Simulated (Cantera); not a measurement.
A freely propagating, adiabatic, planar premixed flame of H₂ : O₂ : N₂ = 1 : 0.694 : 2.61 (molar parts), unburnt at 450 K and 170000 Pa; mixture-averaged transport, grid criteria slope 0.08 and curve 0.16, no radiation.

Detailed kinetics in Cantera: the H2/O2 subset of GRI-Mech 3.0, which has no nitrogen chemistry. Burning velocities carry a grid error of a few per cent, more on coarse grids.

### Question
How do the results move with these cheaper or finer settings: unity-Lewis-number transport; multicomponent transport; multicomponent+Soret transport; grid criteria slope 0.5, curve 1; grid criteria slope 0.25, curve 0.5; grid criteria slope 0.03, curve 0.06?

### Answer
```json
[
 {"setting": "as above", "laminar burning velocity": "275 cm/s", "thermal thickness": "0.199 mm", "peak x(H)": "0.0185", "peak x(OH)": "0.0126", "grid points": "109"},
 {"setting": "unity-Lewis-number transport", "laminar burning velocity": "242 cm/s", "thermal thickness": "0.156 mm", "peak x(H)": "0.0285", "peak x(OH)": "0.0137", "grid points": "111"},
 {"setting": "multicomponent transport", "laminar burning velocity": "271 cm/s", "thermal thickness": "0.197 mm", "peak x(H)": "0.0185", "peak x(OH)": "0.0126", "grid points": "109"},
 {"setting": "multicomponent+Soret transport", "laminar burning velocity": "245 cm/s", "thermal thickness": "0.196 mm", "peak x(H)": "0.0168", "peak x(OH)": "0.0122", "grid points": "109"},
 {"setting": "grid criteria slope 0.5, curve 1", "laminar burning velocity": "317 cm/s", "thermal thickness": "0.244 mm", "peak x(H)": "0.0205", "peak x(OH)": "0.0127", "grid points": "41"},
 {"setting": "grid criteria slope 0.25, curve 0.5", "laminar burning velocity": "285 cm/s", "thermal thickness": "0.211 mm", "peak x(H)": "0.0190", "peak x(OH)": "0.0124", "grid points": "51"},
 {"setting": "grid criteria slope 0.03, curve 0.06", "laminar burning velocity": "271 cm/s", "thermal thickness": "0.196 mm", "peak x(H)": "0.0185", "peak x(OH)": "0.0127", "grid points": "254"}
]
```
Unity Lewis numbers drop preferential diffusion, which matters most where H2 and H carry the flame; Soret adds thermal diffusion.
